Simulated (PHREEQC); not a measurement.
0.039 g of hydrous ferric oxide (600 m²/g; 0.2 weak and 0.005 strong sites per Fe, Dzombak-Morel constants, diffuse double layer) in 1 kg of water with 0.05 mol/kgw of an inert sodium salt and 8.7e-05 mol/kgw Na2SO4 and 3.7e-07 mol/kgw CuCl2, at 25 °C; the pH is set by adding NaOH or the inert anion's acid. O2 is buffered at 0.21 atm. The system is closed to CO2. No solid was allowed to form.

The series has 13 steps of pH, from 4 to 10.

Equilibrium calculation in PHREEQC: ion-association model, wateq4f.dat.

Near which pH is half of the Cu sorbed, and on which side is more sorbed?

Near pH 5.3, with more sorbed at higher pH.

Complexes and solids missing from the database can't appear. The database's constant for dissolved Cu(OH)2 is higher than later reviews accept.
